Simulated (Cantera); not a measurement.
Charge: 1 mol SiH4, 4.1 mol N2.

Cantera equilibrium calculation (NASA polynomials, part measured and part estimated; ideal gas, pure solids and liquids). Candidate condensed phases: Si, Si3N4; 18 gas species. N2 is the only nitrogen source here; it is nearly inert below about 1500 K, so the nitride shown seldom forms there in practice. The numbers say what is thermodynamically allowed, not how fast it happens.

Stable condensed phases, one row left out:

```
T in K \ P in Pa
              5     21     85    350   1400   5900  24000 100000
   2000       A      A      B      B      B      B      B      C
   1900       A      B      B      B      B      B      C      C
   1800       B      B      B      B      C      C      C      C
   1700       B      B      B      C      C      C      C      C
   1600       B      B      C      C      C      C      C      C
   1400       C      C      C      C      C      C      C      C
   1300       C      C      C      C      C      C      C      C
   1200       C      C      C      C      C      C      C      C
```

A: gas only; B: Si; C: Si3N4.

Q: Give the row for 1500 K.

A: 5: Si; 21: Si3N4; 85: Si3N4; 350: Si3N4; 1400: Si3N4; 5900: Si3N4; 24000: Si3N4; 100000: Si3N4.
